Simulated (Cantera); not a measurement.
An isothermal, constant-pressure homogeneous reactor starts with 30.7 % H₂, 63.9 % O₂, 5.49 % N₂, equivalence ratio 0.24, at 1223 K and 20.0 Torr.

Cantera simulation using GRI-Mech 3.0 (53 species, 325 reactions); the numbers are that mechanism's predictions, not measurements. Radical loss at walls, strong at low pressure, is not modelled. The temperature is held fixed by assumption; the heat of reaction is taken as removed at once.

x: mole fraction; the columns are a selection and need not sum to one.

```json
[
 {"t (s)": "0.000100", "x H₂": "0.307", "x O₂": "0.639", "x H₂O": "3.20e-7", "x O": "1.06e-7", "x H₂O₂": "1.67e-10", "x H": "2.68e-7", "x HO₂": "5.62e-8"},
 {"t (s)": "0.000293", "x H₂": "0.306", "x O₂": "0.638", "x H₂O": "0.000233", "x O": "6.65e-5", "x H₂O₂": "2.92e-9", "x H": "0.000165", "x HO₂": "9.73e-7"},
 {"t (s)": "0.000858", "x H₂": "0.0203", "x O₂": "0.493", "x H₂O": "0.230", "x O": "0.0748", "x H₂O₂": "7.36e-7", "x H": "0.112", "x HO₂": "1.70e-5"},
 {"t (s)": "0.00251", "x H₂": "(withheld)", "x O₂": "0.530", "x H₂O": "(withheld)", "x O": "(withheld)", "x H₂O₂": "1.09e-6", "x H": "(withheld)", "x HO₂": "(withheld)"},
 {"t (s)": "0.00737", "x H₂": "0.00268", "x O₂": "0.565", "x H₂O": "0.352", "x O": "0.00769", "x H₂O₂": "1.18e-6", "x H": "0.00373", "x HO₂": "1.79e-5"},
 {"t (s)": "0.0216", "x H₂": "0.000228", "x O₂": "0.572", "x H₂O": "0.361", "x O": "0.000645", "x H₂O₂": "4.73e-7", "x H": "8.93e-5", "x HO₂": "5.32e-6"},
 {"t (s)": "0.0632", "x H₂": "2.67e-5", "x O₂": "0.573", "x H₂O": "0.362", "x O": "7.84e-5", "x H₂O₂": "1.48e-7", "x H": "3.78e-6", "x HO₂": "9.64e-7"},
 {"t (s)": "0.185", "x H₂": "4.96e-6", "x O₂": "0.573", "x H₂O": "0.362", "x O": "1.51e-5", "x H₂O₂": "4.90e-8", "x H": "3.19e-7", "x HO₂": "2.14e-7"},
 {"t (s)": "0.543", "x H₂": "1.21e-6", "x O₂": "0.573", "x H₂O": "0.362", "x O": "3.78e-6", "x H₂O₂": "1.69e-8", "x H": "3.99e-8", "x HO₂": "6.22e-8"},
 {"t (s)": "1.59", "x H₂": "3.48e-7", "x O₂": "0.573", "x H₂O": "0.362", "x O": "1.10e-6", "x H₂O₂": "5.96e-9", "x H": "6.26e-9", "x HO₂": "2.78e-8"},
 {"t (s)": "4.66", "x H₂": "1.18e-7", "x O₂": "0.573", "x H₂O": "0.362", "x O": "3.76e-7", "x H₂O₂": "2.34e-9", "x H": "1.26e-9", "x HO₂": "2.41e-8"},
 {"t (s)": "13.7", "x H₂": "6.42e-8", "x O₂": "0.573", "x H₂O": "0.362", "x O": "2.03e-7", "x H₂O₂": "1.39e-9", "x H": "5.04e-10", "x HO₂": "2.75e-8"},
 {"t (s)": "40.0", "x H₂": "5.99e-8", "x O₂": "0.573", "x H₂O": "0.362", "x O": "1.89e-7", "x H₂O₂": "1.31e-9", "x H": "4.54e-10", "x HO₂": "2.81e-8"}
]
```

### Question
What belongs in the gaps?

### Answer

- 0.00251, x H₂: 0.0130
- 0.00251, x H₂O: 0.296
- 0.00251, x O: 0.0415
- 0.00251, x H: 0.0474
- 0.00251, x HO₂: 2.06e-5
